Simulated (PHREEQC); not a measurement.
Make-up at 20 °C: 0.21 mol/kgw H2SO4 and 0.057 mol/kgw Li2SO4. Closed to the air; pH follows from the charge balance.

All values are PHREEQC results (ion-association model, wateq4f.dat), not measurements.

Precipitation was switched off in this run.

Problem. Order these S species by the share of S that they hold, largest first: SO4-2, HSO4-, LiSO4-.

Solution. HSO4- (81 %), SO4-2 (17 %), LiSO4- (2.0 %)

The pH is 0.80 and the ionic strength 0.358 mol/kgw.
